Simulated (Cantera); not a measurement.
Input: 1 mol Si, a varied amount of Cl₂, 5.3 mol H₂, equilibrated at 925 K and 0.470 bar.

Cantera equilibrium calculation (NASA polynomials, part measured and part estimated; ideal gas, pure solids and liquids). Candidate condensed phases: Si; 19 gas species. Kinetics and transport are ignored.

Task: What share of the Si ends up in condensed phases as a function of n(Cl₂) (mol), at 0.5, 0.66, 0.88, 1.2, 1.6, 2.1, 2.7?

Result: 
| n(Cl₂) (mol) | Si condensed (%) | as |
|---|---|---|
| 0.5 | 72.7 | Si(s) |
| 0.66 | 64.0 | Si(s) |
| 0.88 | 52.2 | Si(s) |
| 1.2 | 35.0 | Si(s) |
| 1.6 | 13.6 | Si(s) |
| 2.1 | 0.0 | - |
| 2.7 | 0.0 | - |
